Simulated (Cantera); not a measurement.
An adiabatic, constant-volume homogeneous reactor starts with 8.94 % CO, 2.24 % H2, 18.6 % O2, 70.0 % N2, 0.179 % H2O, equivalence ratio 0.30, at 1148 K and 21.0 bar.

Model: GRI-Mech 3.0 (53 species, 325 reactions), integrated in Cantera. The hydrogen kinetics of GRI-Mech 3.0 are dated; newer H2 mechanisms differ, most at raised pressure. The pressure lies above the range GRI-Mech 3.0 was tuned for (to about 10 atm).

One state of this run: T (K) = 2217; P (bar) = 38.3; x CO = 0.000280; x H2 = 1.39e-5; x O2 = 0.138; x H2O2 = 2.05e-7; x HO2 = 5.66e-6. x: mole fraction; the columns are a selection and need not sum to one.

### Question
Which value of t (s) does it belong to?
A) 1.58
B) 0.158
C) 5.00
D) 0.000500

### Answer
D, 0.000500
